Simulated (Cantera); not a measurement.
An isothermal, constant-pressure homogeneous reactor starts with 16.1 % C2H6, 78.8 % N2, 5.14 % H2O, at 1800 K and 0.000480 bar.

Cantera simulation using GRI-Mech 3.0 (53 species, 325 reactions); the numbers are that mechanism's predictions, not measurements. GRI-Mech 3.0 stops at C3 and has no aromatics, soot or wall deposition, so with more carbon than oxygen in the feed, carbon stays in small species such as C2H2 where larger ones or solid carbon would form. Radical loss at walls, strong at low pressure, is not modelled.

x: mole fraction; the columns are a selection and need not sum to one.

```json
[
 {"t (s)": "0.000300", "x C2H6": "0.151", "x C2H2": "1.16e-8", "x HCN": "9.97e-12", "x H": "6.20e-5", "x CH2": "5.35e-6"},
 {"t (s)": "0.000749", "x C2H6": "0.135", "x C2H2": "1.01e-6", "x HCN": "4.01e-9", "x H": "0.000507", "x CH2": "5.01e-5"},
 {"t (s)": "0.00187", "x C2H6": "0.0942", "x C2H2": "0.000168", "x HCN": "3.46e-7", "x H": "0.00200", "x CH2": "0.000182"},
 {"t (s)": "0.00466", "x C2H6": "0.0254", "x C2H2": "0.00723", "x HCN": "3.10e-6", "x H": "0.00459", "x CH2": "0.000314"},
 {"t (s)": "0.0116", "x C2H6": "___", "x C2H2": "___", "x HCN": "___", "x H": "___", "x CH2": "___"},
 {"t (s)": "0.0290", "x C2H6": "___", "x C2H2": "___", "x HCN": "___", "x H": "___", "x CH2": "___"},
 {"t (s)": "0.0724", "x C2H6": "8.83e-6", "x C2H2": "0.102", "x HCN": "1.56e-5", "x H": "0.00159", "x CH2": "2.42e-5"},
 {"t (s)": "0.181", "x C2H6": "3.61e-6", "x C2H2": "0.107", "x HCN": "1.65e-5", "x H": "0.00108", "x CH2": "1.12e-5"},
 {"t (s)": "0.451", "x C2H6": "1.63e-6", "x C2H2": "0.110", "x HCN": "1.74e-5", "x H": "0.000834", "x CH2": "6.01e-6"},
 {"t (s)": "1.12", "x C2H6": "8.09e-7", "x C2H2": "0.113", "x HCN": "1.83e-5", "x H": "0.000771", "x CH2": "4.00e-6"},
 {"t (s)": "2.81", "x C2H6": "3.74e-7", "x C2H2": "0.115", "x HCN": "2.02e-5", "x H": "0.000880", "x CH2": "3.22e-6"},
 {"t (s)": "7.00", "x C2H6": "1.31e-7", "x C2H2": "0.115", "x HCN": "2.50e-5", "x H": "0.00114", "x CH2": "2.64e-6"}
]
```

Q: Some entries are withheld; supply them.

A: 
- 0.0116, x C2H6: 0.000506
- 0.0116, x C2H2: 0.0515
- 0.0116, x HCN: 1.02e-5
- 0.0116, x H: 0.00538
- 0.0116, x CH2: 0.000197
- 0.0290, x C2H6: 2.69e-5
- 0.0290, x C2H2: 0.0868
- 0.0290, x HCN: 1.41e-5
- 0.0290, x H: 0.00275
- 0.0290, x CH2: 6.34e-5
